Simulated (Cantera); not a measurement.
Predominance diagram of Mg at 1552 °C against the partial pressures of O₂ and F₂ (log10, bar). Source: NASA polynomial tables (part measured, part estimated), evaluated in Cantera. Candidates: Mg(l), MgF₂(l), MgO(s). Only these pure phases compete in this equilibrium. Not in the tables: oxide halides.

Question: Which phase is stable at these pairs, and which metal-bearing vapour leads over it? (-3.3, -7.1); (0, -7.1); (-3.3, -1.2); (-6.6, -10.6); (-0.5, -11.8); (-8.1, -3.5); (-4.7, -13)

Answer: 
| log p(O₂) | log p(F₂) | phase | chief vapour | log p (bar) |
|---|---|---|---|---|
| -3.3 | -7.1 | MgF₂(l) | MgF₂ | -2.3 |
| 0 | -7.1 | MgF₂(l) | MgF₂ | -2.3 |
| -3.3 | -1.2 | MgF₂(l) | MgF₂ | -2.3 |
| -6.6 | -10.6 | MgF₂(l) | MgF₂ | -2.3 |
| -0.5 | -11.8 | MgF₂(l) | MgF₂ | -2.3 |
| -8.1 | -3.5 | MgF₂(l) | MgF₂ | -2.3 |
| -4.7 | -13 | MgF₂(l) | MgF₂ | -2.3 |
